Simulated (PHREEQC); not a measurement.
PHREEQC input (ion-association model, wateq4f.dat):

```
SOLUTION_MASTER_SPECIES
  An  An-  0  An  62.0  # stands for a non-complexing anion
SOLUTION_SPECIES
  An- = An-
    -log_k 0
    -gamma 3.0 0
PHASES
  Fix_H+
    H+ = H+
    -log_k 0
SOLUTION 1
  temp 25
  units mmol/kgw
  pH 7 charge
  As(3) 0.14
  Na 10.14
  An 10
END
SELECTED_OUTPUT 1
  -reset false
  -pH true
  -pe true
  -ionic_strength true
  -water true
  -totals As Na As(3) As(5)
  -molalities Hfo_wOH Hfo_wOH2+ Hfo_wO- Hfo_sOH Hfo_sOH2+ Hfo_sO- Hfo_wH2AsO3
  -saturation_indices Arsenolite
USER_PUNCH 1
  -headings sigma psi
  10 PUNCH EDL("sigma", "Hfo"), EDL("psi", "Hfo")
PRINT
  -reset false
USE solution 1
SURFACE 1
  Hfo_wOH 5.39326e-05 600 0.024
  Hfo_sOH 1.34831e-06
EQUILIBRIUM_PHASES 1
  Fix_H+ -3 HAn 10
    -force_equality true
END
# ... the last block is repeated for the other 16 points of pH, with NaOH or the acid as the point needs
```

Selected output (columns that matter, 13 of 17 rows; pH added in front):

```
pH	mu	As	Na	m_Hfo_wOH	m_Hfo_wOH2+	m_Hfo_wO-	m_Hfo_sOH	m_Hfo_sOH2+	m_Hfo_sO-	m_Hfo_wH2AsO3	si_Arsenolite	sigma	psi
3	0.011253	0.00011166	0.01014	9.8487e-07	2.4611e-05	9.0289e-10	5.1879e-08	1.2964e-06	4.7561e-11	2.8336e-05	-6.5219	0.17359	0.17109
3.5	0.010496	0.00010507	0.01014	1.29e-06	1.771e-05	2.1526e-09	9.1533e-08	1.2566e-06	1.5274e-10	3.493e-05	-6.5746	0.12708	0.1569
4.5	0.010179	9.649e-05	0.01014	1.7497e-06	8.6645e-06	8.0942e-09	2.2635e-07	1.1209e-06	1.0471e-09	4.351e-05	-6.6486	0.06551	0.12394
5	0.010154	9.3881e-05	0.01014	1.9062e-06	5.8937e-06	1.4124e-08	3.2891e-07	1.017e-06	2.437e-09	4.6118e-05	-6.6724	0.046197	0.10647
5.5	0.010146	9.2055e-05	0.01014	2.0213e-06	3.9424e-06	2.3743e-08	4.5519e-07	8.8778e-07	5.3466e-09	4.7945e-05	-6.6896	0.032171	0.088727
6.5	0.010141	8.9972e-05	0.01014	2.1628e-06	1.6785e-06	6.384e-08	7.4673e-07	5.7954e-07	2.2042e-08	5.0027e-05	-6.7115	0.014555	0.053245
7	0.010141	8.9445e-05	0.01014	2.2103e-06	1.062e-06	1.0538e-07	8.823e-07	4.2394e-07	4.2066e-08	5.0555e-05	-6.7212	0.0089672	0.035985
7.5	0.01014	8.917e-05	0.01014	2.2668e-06	6.5595e-07	1.7946e-07	9.8522e-07	2.8509e-07	7.7998e-08	5.083e-05	-6.7384	0.004576	0.019436
8.5	0.01014	8.9673e-05	0.01014	2.7196e-06	2.7909e-07	6.0713e-07	1.0169e-06	1.0436e-07	2.2702e-07	5.0326e-05	-6.9053	-0.0030416	-0.013087
9	0.010139	9.1244e-05	0.01014	3.7054e-06	2.5954e-07	1.2119e-06	9.6508e-07	6.7599e-08	3.1563e-07	4.8754e-05	-7.2015	-0.0080789	-0.032854
9.5	0.010139	9.5281e-05	0.01014	6.3546e-06	3.7198e-07	2.4868e-06	9.2994e-07	5.4437e-08	3.6393e-07	4.4717e-05	-7.7451	-0.016282	-0.057821
10.5	0.010468	0.00011642	0.010472	2.0386e-05	1.0708e-06	8.8914e-06	9.0571e-07	4.7572e-08	3.9503e-07	2.3584e-05	-9.3133	-0.054744	-0.11419
11	0.011252	0.00012878	0.011259	2.7091e-05	1.1629e-06	1.4458e-05	8.552e-07	3.671e-08	4.564e-07	1.122e-05	-10.206	-0.091906	-0.13859
```

The oxide is taken as insoluble; below pH 4 it would dissolve.
